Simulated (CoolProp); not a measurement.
The numbers come from the reference Helmholtz-energy equation of state, Thol 2014 in CoolProp.

Question: For diethyl ether, give the phase and the density (kg/m³), cp (kJ/(kg K)), isothermal compressibility (1/MPa), expansivity (1/kK) at 548 K and 18.6 bar.

Answer: 
- 548 K and 18.6 bar: gas; density 33.7, cp 2.49, isothermal compressibility 0.604, expansivity 2.70
